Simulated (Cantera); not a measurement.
Cantera run, input and output.

```python
import numpy as np
import cantera as ct

gas = ct.Solution("gri30.yaml")


def delay(T, t_max=10):
    gas.TPX = T, 67000, {'H2': 1, 'O2': 0.51, 'N2': 1.92}
    reactor = ct.IdealGasConstPressureReactor(gas, clone=False)
    net = ct.ReactorNet([reactor])
    net.rtol, net.atol = 1e-8, 1e-16
    while net.time < t_max:
        t_old, T_old = net.time, reactor.T
        net.step()
        if reactor.T > T + 400:  # ignition: a rise of 400 K
            return t_old + (T + 400 - T_old) / (reactor.T - T_old) * (net.time - t_old)
    return np.nan


taus = []
for T in [1375, 1450, 1525, 1600, 1675]:
    taus.append(delay(T))
    print(f"T0 = {T:6g} K   tau = {taus[-1]:.4e} s")

# d ln(tau) / d ln(k), from doubling and halving each rate constant
T, sens = 1600, []
for i in range(gas.n_reactions):
    gas.set_multiplier(2.0, i)
    up = delay(T)
    gas.set_multiplier(0.5, i)
    down = delay(T)
    gas.set_multiplier(1.0, i)
    sens.append((np.log(up / down) / np.log(4.0), gas.reaction(i).equation))
sens.sort(key=lambda x: -abs(x[0]))
print(f"sensitivities at {T} K")
for s, eq in sens[:10]:
    print(f"{s:8.3f}  {eq}")
```

It prints:

```
T0 =   1375 K   tau = 3.8965e-05 s
T0 =   1450 K   tau = 3.3938e-05 s
T0 =   1525 K   tau = 3.1334e-05 s
T0 =   1600 K   tau = 3.0378e-05 s
T0 =   1675 K   tau = 3.0621e-05 s
sensitivities at 1600 K
  -0.287  H + O2 <=> O + OH
  -0.189  H + O2 + H2O <=> HO2 + H2O
  -0.151  H + OH + M <=> H2O + M
  -0.078  H2 + O <=> H + OH
  -0.065  2 H + H2O <=> H2 + H2O
  -0.048  H2 + OH <=> H + H2O
  -0.048  H + O2 + N2 <=> HO2 + N2
  -0.037  H + O2 + M <=> HO2 + M
  -0.035  H + HO2 <=> H2 + O2
  -0.034  2 H + M <=> H2 + M
```

Model: GRI-Mech 3.0 (53 species, 325 reactions), integrated in Cantera. Where the delays flatten at high temperature, the 400 K rule measures the pace of heat release, not the induction time.
